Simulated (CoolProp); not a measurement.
C3F8 (R218) along the isobar 6930 kPa: density (kg/m³) from the reference equation and from simpler models built on Tc = 345.0 K, pc = 2640 kPa, ω = 0.317; each cubic takes its own stable root.

Values from CoolProp's reference Helmholtz-energy equation of state, Lemmon 2006. It is a short technical equation, of lower accuracy than the large ones.

```
T (K)   phase   reference  Redlich-Kwong  Peng-Robinson
-----  ------  ----------  -------------  -------------
144.2  liquid  (withheld)           1781           2028
151.1  liquid        1929           1764           2014
158.1  liquid        1905           1747           1998
165    liquid        1882           1730     (withheld)
171.9  liquid  (withheld)           1712           1966
178.8  liquid  (withheld)           1694     (withheld)
185.8  liquid  (withheld)           1675           1931
192.7  liquid        1790           1656           1912
199.6  liquid        1767           1636           1893
206.6  liquid        1744     (withheld)           1872
213.5  liquid        1720           1595           1851
220.4  liquid        1697           1573           1829
```

Task: What belongs in the gaps?

Result: 
- 144.2, reference: 1952
- 165, Peng-Robinson: 1982
- 171.9, reference: 1859
- 178.8, reference: 1836
- 178.8, Peng-Robinson: 1949
- 185.8, reference: 1813
- 206.6, Redlich-Kwong: 1615
